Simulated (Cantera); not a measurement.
**CH3SiCl3 + H2 (silicon carbide growth)**

A closed system holds: 1 mol CH3SiCl3, 1.7 mol H2, at 998 K.

Cantera equilibrium calculation (NASA polynomials, part measured and part estimated; ideal gas, pure solids and liquids). Candidate condensed phases: C, C6H6, C7H8, C8H18, Si, SiC; 109 gas species. The feed counts by its element totals alone. The tables' values for SiCl3 are old estimates; treat these amounts as uncertain. The numbers say what is thermodynamically allowed, not how fast it happens.

```json
[
 {"P (Pa)": "100", "x H2": "0.566", "x HCl": "0.346", "x SiCl4": "0.0856", "x CH4": "3.13e-5", "x SiHCl3": "0.000971", "x SiCl3": "0.000692", "x SiCl2": "0.000137", "x SiH2Cl2": "1.19e-6", "n C(graphite)": "0.378", "n SiC(s)": "0.622"},
 {"P (Pa)": "240", "x H2": "0.600", "x HCl": "0.298", "x SiCl4": "0.0998", "x CH4": "8.44e-5", "x SiHCl3": "0.00140", "x SiCl3": "0.000624", "x SiCl2": "9.56e-5", "x SiH2Cl2": "2.10e-6", "n C(graphite)": "0.435", "n SiC(s)": "0.565"},
 {"P (Pa)": "560", "x H2": "0.631", "x HCl": "0.254", "x SiCl4": "0.112", "x CH4": "0.000217", "x SiHCl3": "0.00193", "x SiCl3": "0.000552", "x SiCl2": "6.64e-5", "x SiH2Cl2": "3.58e-6", "n C(graphite)": "0.484", "n SiC(s)": "0.515"},
 {"P (Pa)": "1300", "x H2": "0.657", "x HCl": "0.215", "x SiCl4": "0.124", "x CH4": "0.000548", "x SiHCl3": "0.00262", "x SiCl3": "0.000480", "x SiCl2": "4.57e-5", "x SiH2Cl2": "5.96e-6", "n C(graphite)": "0.527", "n SiC(s)": "0.471"},
 {"P (Pa)": "3200", "x H2": "0.682", "x HCl": "0.179", "x SiCl4": "0.134", "x CH4": "0.00145", "x SiHCl3": "0.00355", "x SiCl3": "0.000407", "x SiCl2": "3.03e-5", "x SiH2Cl2": "1.01e-5", "n C(graphite)": "0.564", "n SiC(s)": "0.430"},
 {"P (Pa)": "7500", "x H2": "0.700", "x HCl": "0.149", "x SiCl4": "0.143", "x CH4": "0.00359", "x SiHCl3": "0.00466", "x SiCl3": "0.000345", "x SiCl2": "2.04e-5", "x SiH2Cl2": "1.64e-5", "n C(graphite)": "0.589", "n SiC(s)": "0.396"},
 {"P (Pa)": "18000", "x H2": "0.712", "x HCl": "0.122", "x SiCl4": "0.151", "x CH4": "0.00890", "x SiHCl3": "0.00610", "x SiCl3": "0.000289", "x SiCl2": "1.36e-5", "x SiH2Cl2": "2.65e-5", "n C(graphite)": "0.598", "n SiC(s)": "0.366"},
 {"P (Pa)": "42000", "x H2": "0.713", "x HCl": "0.100", "x SiCl4": "0.158", "x CH4": "0.0208", "x SiHCl3": "0.00782", "x SiCl3": "0.000242", "x SiCl2": "9.10e-6", "x SiH2Cl2": "4.16e-5", "n C(graphite)": "0.577", "n SiC(s)": "0.341"},
 {"P (Pa)": "100000", "x H2": "0.694", "x HCl": "0.0806", "x SiCl4": "0.168", "x CH4": "0.0470", "x SiHCl3": "0.0100", "x SiCl3": "0.000204", "x SiCl2": "6.07e-6", "x SiH2Cl2": "6.43e-5", "n C(graphite)": "0.502", "n SiC(s)": "0.317"}
]
```
x: gas mole fraction; n: condensed amount in mol.

From 0.00100 bar to 1.00 bar the condensed part is C(graphite) + SiC(s). The main Si-bearing gas is SiCl4 throughout. The share of Si in condensed phases is highest at 0.00100 bar (62.2 %) and lowest at 1.00 bar (31.7 %).
